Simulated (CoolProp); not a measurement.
Vapour-liquid equilibrium of R245fa (1) + isopentane (2) at 0.619 MPa; x and y are mole fractions of (1).

Model: multi-fluid Helmholtz-energy mixture model, Akasaka 2015 and Lemmon 2006; pair parameters Bell 2016, in CoolProp.

```tsv
x	bubble temperature, mixture model (K)	bubble temperature, Raoult's law (K)	y, mixture model	y, Raoult's law
0.05	359.1	364.5	0.168	0.084
0.125	351.4	362.2	0.339	0.199
0.2	346.2	360.1	0.449	0.302
0.275	342.8	358.1	0.522	0.396
0.35	340.5	356.3	0.572	0.482
0.425	339.1	354.5	0.609	0.561
0.5	[?]	352.9	0.638	0.633
0.575	337.6	351.3	0.662	0.700
0.65	337.4	349.8	[?]	0.762
0.725	337.3	348.4	0.711	0.819
0.8	337.6	347.1	[?]	0.873
0.875	338.5	345.8	0.799	0.923
0.95	[?]	344.5	0.893	0.970
```

Problem. Complete the blanks.

Solution. 
- 0.5, bubble temperature, mixture model (K): 338.2
- 0.65, y, mixture model: 0.685
- 0.8, y, mixture model: 0.746
- 0.95, bubble temperature, mixture model (K): 340.8

The largest gap from Raoult's law is -15.8 K in bubble temperature, at x = 0.35. y crosses x between x = 0.65 and 0.725: the model has an azeotrope there.

Pair parameters are fitted to limited data, so mixtures are less certain than the pure fluids.
